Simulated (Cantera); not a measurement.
A closed system holds: 1 mol trisilylamine, 0.28 mol NH3, 2.3 mol N2, equilibrated at 1.00 Torr.

Cantera equilibrium calculation (NASA polynomials, part measured and part estimated; ideal gas, pure solids and liquids). Candidate condensed phases: Si, Si3N4; 18 gas species. The feed counts by its element totals alone. Mutual solubility and eutectic melting of coexisting phases are not modelled. Gases not in the tables: Si2H6 and higher silanes. Kinetics and transport are ignored.

### Question
Which condensed phases are stable at each of these points (T (K)): 1623, 1698, 1773, 1848, 1923, 1998, 2073, 2148?

### Answer
```tsv
T (K)	condensed phases	Si condensed (%)
1623	Si(s) + Si3N4(s)	100.0
1698	Si(l)	99.9
1773	Si(l)	99.5
1848	Si(l)	98.6
1923	Si(l)	96.3
1998	Si(l)	90.6
2073	Si(l)	76.7
2148	Si(l)	42.0
```

At 1623 K the condensed part is Si(s) + Si3N4(s). From 1698 K to 2148 K the condensed part is Si(l).
